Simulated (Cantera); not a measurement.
Charge: 1 mol Cu, 28 mol CO, 1.2 mol N2, held at 1050 Torr.

Equilibrium computed with Cantera from the NASA thermochemical tables; the gas is ideal and each condensed phase is pure. Candidate condensed phases: C, Cu, CuO, Cu2O; 27 gas species. Equilibrium is a limit: real reactors are often held back by kinetics, nucleation or transport.

x: gas mole fraction; n: condensed amount in mol.

```tsv
T (K)	x CO	x N2	x CO2	x Cu	x Cu2	n C(graphite)	n Cu(s)	n Cu(l)
1198	0.934	0.0421	0.0238	8.30e-9	<1e-12	0.677	1.00	0
1248	0.946	0.0416	0.0124	3.15e-8	[?]	0.357	1.000	0
1298	0.952	0.0414	0.00672	1.07e-7	[?]	0.195	1.000	0
1348	0.955	0.0413	0.00381	3.35e-7	[?]	0.111	1.000	0
1398	0.957	0.0412	0.00224	9.27e-7	[?]	0.0654	0	1.000
1448	0.957	0.0412	0.00137	2.37e-6	[?]	0.0400	0	1.000
1498	0.958	0.0411	0.000868	5.68e-6	[?]	0.0253	0	1.000
1548	0.958	0.0411	0.000566	1.28e-5	[?]	0.0165	0	1.000
1598	0.958	0.0411	0.000380	2.76e-5	[?]	0.0111	0	0.999
```

Task: What belongs in the gaps?

Result: 
- 1248, x Cu2: 1.52e-12
- 1298, x Cu2: 8.66e-12
- 1348, x Cu2: 4.31e-11
- 1398, x Cu2: 1.78e-10
- 1448, x Cu2: 6.55e-10
- 1498, x Cu2: 2.20e-9
- 1548, x Cu2: 6.79e-9
- 1598, x Cu2: 1.95e-8
